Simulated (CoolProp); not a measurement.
Saturated liquid density (kg/m³) of cis-2-butene: the reference equation beside estimates from Tc = 435.8 K, pc = 4.236 MPa, ω = 0.202.

The numbers come from the reference Helmholtz-energy equation of state, Lemmon 2005 in CoolProp. It is a short technical equation, of lower accuracy than the large ones.

```tsv
T (K)	reference	van der Waals	Redlich-Kwong	Peng-Robinson
247.7	672.1	412.9	609.8	701.0
258.1	660.8	406.5	598.9	690.4
268.5	649.4	399.8	587.4	679.1
278.9	637.8	393.0	575.5	667.1
289.3	625.8	385.8	563.0	654.4
299.7	613.6	378.4	549.8	640.8
310.1	600.9	370.6	536.0	626.4
320.5	587.8	362.4	521.5	610.9
330.9	574.2	353.8	506.1	594.3
341.3	559.8	344.8	489.8	576.3
351.7	544.7	335.2	472.5	556.9
362.1	528.6	324.9	453.9	535.7
372.5	511.3	313.8	434.0	512.5
382.9	492.5	301.7	412.3	486.7
393.2	471.7	288.5	388.7	458.1
```

Absolute difference from the reference over all 15 rows, mean and median: van der Waals 38.5 and 38.4 %, Redlich-Kwong 12.1 and 11.3 %, Peng-Robinson 3.3 and 3.9 %.
